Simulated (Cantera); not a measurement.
**Thermodynamics of thermal oxidation and active oxidation of silicon, feed Si + H₂O + N₂**

Feed: 1 mol Si, a varied amount of H₂O, 200 mol N₂, at 1475 K and 0.00740 bar.

Cantera equilibrium calculation (NASA polynomials, part measured and part estimated; ideal gas, pure solids and liquids). Candidate condensed phases: H₂O, Si, SiO₂, Si₂N₂O, Si₃N₄; 35 gas species. N₂ is the only nitrogen source here; it is nearly inert below about 1500 K, so the nitride shown seldom forms there in practice. Mutual solubility and eutectic melting of coexisting phases are not modelled. The tables hold silica as quartz up to 1696 K and as liquid above; real silica turns to tridymite and cristobalite and melts near 1996 K. Equilibrium is a limit: real reactors are often held back by kinetics, nucleation or transport.

```json
[
 {"n(H₂O) (mol)": "0.082", "x N₂": "1.000", "x H₂": "0.000410", "x H₂O": "9.39e-12", "x SiO": "9.91e-6", "x H": "3.05e-6", "x OH": "<1e-12", "x NO": "<1e-12", "x Si": "1.92e-8", "n Si₂N₂O(s)": "0.0800", "n Si₃N₄(s)": "0.279", "n SiO₂(β-quartz)": "0"},
 {"n(H₂O) (mol)": "0.16", "x N₂": "0.999", "x H₂": "0.000800", "x H₂O": "1.83e-11", "x SiO": "9.91e-6", "x H": "4.26e-6", "x OH": "<1e-12", "x NO": "<1e-12", "x Si": "1.92e-8", "n Si₂N₂O(s)": "0.158", "n Si₃N₄(s)": "0.227", "n SiO₂(β-quartz)": "0"},
 {"n(H₂O) (mol)": "0.29", "x N₂": "0.999", "x H₂": "0.00145", "x H₂O": "3.32e-11", "x SiO": "9.91e-6", "x H": "5.74e-6", "x OH": "<1e-12", "x NO": "<1e-12", "x Si": "1.92e-8", "n Si₂N₂O(s)": "0.288", "n Si₃N₄(s)": "0.141", "n SiO₂(β-quartz)": "0"},
 {"n(H₂O) (mol)": "0.56", "x N₂": "0.997", "x H₂": "0.00279", "x H₂O": "2.33e-7", "x SiO": "0.000599", "x H": "7.97e-6", "x OH": "1.74e-11", "x NO": "3.47e-12", "x Si": "3.19e-10", "n Si₂N₂O(s)": "0.440", "n Si₃N₄(s)": "0", "n SiO₂(β-quartz)": "0"},
 {"n(H₂O) (mol)": "1.1", "x N₂": "0.994", "x H₂": "0.00547", "x H₂O": "7.76e-7", "x SiO": "0.000782", "x H": "1.11e-5", "x OH": "4.15e-11", "x NO": "5.88e-12", "x Si": "2.45e-10", "n Si₂N₂O(s)": "0.248", "n Si₃N₄(s)": "0", "n SiO₂(β-quartz)": "0.348"},
 {"n(H₂O) (mol)": "2", "x N₂": "0.990", "x H₂": "0.00986", "x H₂O": "3.31e-5", "x SiO": "3.31e-5", "x H": "1.50e-5", "x OH": "1.32e-9", "x NO": "1.39e-10", "x Si": "<1e-12", "n Si₂N₂O(s)": "0", "n Si₃N₄(s)": "0", "n SiO₂(β-quartz)": "0.993"},
 {"n(H₂O) (mol)": "3.8", "x N₂": "0.981", "x H₂": "0.00981", "x H₂O": "0.00883", "x SiO": "1.23e-7", "x H": "1.49e-5", "x OH": "3.52e-7", "x NO": "3.71e-8", "x Si": "<1e-12", "n Si₂N₂O(s)": "0", "n Si₃N₄(s)": "0", "n SiO₂(β-quartz)": "1.000"}
]
```
x: gas mole fraction; n: condensed amount in mol.

From 0.082 mol H₂O to 0.29 mol H₂O the condensed part is Si₂N₂O(s) + Si₃N₄(s). At 0.56 mol H₂O the condensed part is Si₂N₂O(s). At 1.1 mol H₂O the condensed part is SiO₂(β-quartz) + Si₂N₂O(s). From 2 mol H₂O to 3.8 mol H₂O the condensed part is SiO₂(β-quartz). The main Si-bearing gas is SiO throughout. The share of Si in condensed phases is highest at 3.8 mol H₂O (100.0 %) and lowest at 1.1 mol H₂O (84.3 %).
